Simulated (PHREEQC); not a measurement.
## Nickel, zinc or cadmium bath

A solution holds 0.016 mol/kgw CdSO4, 0.0059 mol/kgw Na2SO4 and 0.2 mol/kgw H2SO4, at 25 °C. Closed to the air; pH follows from the charge balance.

All values are PHREEQC results (ion-association model, phreeqc.dat), not measurements.

This is a speciation only: nothing precipitates in the calculation.

Q: What pH, density, specific conductance does the model give?

A: pH 0.77; density 1.013 g/cm³; specific conductance 68900 µS/cm.

Q: In which forms is S present?

A: HSO4- 82 %, SO4-2 14 %, CdSO4 2.5 %, Cd(SO4)2-2 1.6 % of the S.

Complexes and solids missing from the database can't appear.
